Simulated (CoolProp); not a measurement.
n-perfluorobutane along the isotherm 450 K: fugacity coefficient from the reference equation and from simpler models built on Tc = 386.3 K, pc = 2.322 MPa, ω = 0.372; each cubic takes its own stable root.

Values from CoolProp's reference Helmholtz-energy equation of state, Gao 2022.

| p (MPa) | phase | reference | van der Waals | Redlich-Kwong | Soave-Redlich-Kwong | Peng-Robinson |
|---|---|---|---|---|---|---|
| 0.625 | gas | 0.9510 | 0.9456 | 0.9424 | 0.9496 | (withheld) |
| 1.25 | gas | 0.9027 | 0.8919 | 0.8867 | 0.9009 | 0.8859 |
| 1.88 | gas | 0.8550 | 0.8381 | (withheld) | 0.8538 | 0.8330 |
| 2.5 | supercritical | 0.8091 | 0.7854 | (withheld) | 0.8092 | 0.7839 |
| 3.12 | supercritical | 0.7647 | (withheld) | 0.7308 | 0.7668 | 0.7379 |
| 3.75 | supercritical | 0.7217 | 0.6794 | 0.6825 | 0.7262 | 0.6946 |
| 4.38 | supercritical | 0.6812 | 0.6307 | 0.6380 | 0.6887 | 0.6552 |
| 5 | supercritical | 0.6447 | 0.5910 | 0.5995 | 0.6555 | 0.6206 |
| 5.62 | supercritical | 0.6121 | 0.5590 | 0.5668 | 0.6263 | 0.5903 |
| 6.25 | supercritical | 0.5833 | 0.5329 | 0.5389 | 0.6006 | 0.5637 |
| 6.88 | supercritical | 0.5585 | 0.5119 | 0.5155 | 0.5786 | 0.5409 |
| 7.5 | supercritical | 0.5378 | (withheld) | 0.4962 | 0.5601 | (withheld) |
| 8.12 | supercritical | 0.5200 | 0.4813 | 0.4798 | 0.5443 | 0.5049 |
| 8.75 | supercritical | 0.5046 | 0.4700 | 0.4657 | 0.5306 | 0.4903 |
| 9.38 | supercritical | 0.4914 | 0.4608 | 0.4536 | 0.5189 | 0.4776 |
| 10 | supercritical | 0.4803 | 0.4535 | 0.4435 | 0.5091 | 0.4669 |

Problem. Some entries are withheld; supply them.

Solution. 
- 0.625, Peng-Robinson: 0.9415
- 1.88, Redlich-Kwong: 0.8324
- 2.5, Redlich-Kwong: 0.7807
- 3.12, van der Waals: 0.7326
- 7.5, van der Waals: 0.4950
- 7.5, Peng-Robinson: 0.5215
